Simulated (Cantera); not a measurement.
Boron, boron nitride and boron oxide: BF3 + H2O + N2 + O2

Charge: 1 mol BF3, 0.11 mol H2O, 0.93 mol N2, 0.11 mol O2, held at 0.000250 bar.

These are equilibrium values from Cantera (NASA tables, ideal gas, pure condensed phases), not measurements of a reactor. Candidate condensed phases: B, BN, B2O3, B3O3H3, H2O; 62 gas species. Equilibrium is a limit: real reactors are often held back by kinetics, nucleation or transport.

From 750 K to 1650 K nothing is condensed. The main B-bearing gas is BF3 throughout.

```tsv
T (K)	log p N2	log p BF3	log p HF	log p O2	log p BOF	log p B3O3F3	log p H2O
750	-3.97	-3.98	-4.74	-4.90	-9.05	-5.52	-5.45
850	-3.97	-3.98	-4.68	-4.90	-7.51	-5.46	-5.69
950	-3.97	-3.99	-4.64	-4.90	-6.31	-5.44	-5.93
1050	-3.98	-3.99	-4.63	-4.90	-5.40	-5.59	-6.20
1150	-3.99	-4.00	-4.62	-4.91	-4.95	-6.63	-6.75
1250	-3.99	-4.01	-4.61	-4.92	-4.92	-8.52	-7.55
1350	-3.99	-4.01	-4.61	-4.92	-4.92	-10.21	-8.28
1450	-3.99	-4.01	-4.61	-4.92	-4.91	-11.66	-8.90
1550	-3.99	-4.01	-4.61	-4.92	-4.91	-12.92	-9.44
1650	-3.99	-4.01	-4.61	-4.92	-4.91	-14.01	-9.91
```
log p: log10 of the partial pressure in bar; nothing condenses.
